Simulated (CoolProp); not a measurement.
Vapour-liquid equilibrium of benzene (1) + toluene (2) at 0.94 bar; x and y are mole fractions of (1).

Computed with CoolProp (multi-fluid Helmholtz-energy mixture model, Thol 2012 and Lemmon 2006; pair parameters Bell 2016).

```
x      bubble temperature (K)  y at the bubble point  dew temperature at overall composition x (K)  liquid density (mol/L)
-----  ----------------------  ---------------------  --------------------------------------------  ----------------------
0.05                    378.9                  0.107                                         380.1                   8.577
0.125              (withheld)                  0.248                                         378.5                   8.715
0.2                     372.8                  0.369                                         376.9                   8.853
0.275                   370.1                  0.472                                         375.1                   8.993
0.35                    367.5                  0.562                                         373.3                   9.135
0.425                   365.1                  0.641                                         371.4                   9.278
0.5                (withheld)             (withheld)                                    (withheld)                   9.422
0.575                   360.8                  0.769                                         367.2                   9.569
0.65               (withheld)                  0.821                                         364.8                   9.718
0.725                   356.9                  0.868                                         362.3                   9.869
0.8                     355.1                  0.909                                         359.6                   10.02
0.875                   353.4                  0.946                                         356.6                   10.18
0.95                    351.8                  0.980                                         353.3                   10.34
```

**Question.** What belongs in the gaps?

**Answer.** 
- 0.125, bubble temperature (K): 375.8
- 0.5, bubble temperature (K): 362.9
- 0.5, y at the bubble point: 0.709
- 0.5, dew temperature at overall composition x (K): 369.3
- 0.65, bubble temperature (K): 358.8

No azeotrope shows between x = 0.05 and 0.95.

The pair parameters rest on a limited set of measurements; away from them the model extrapolates.
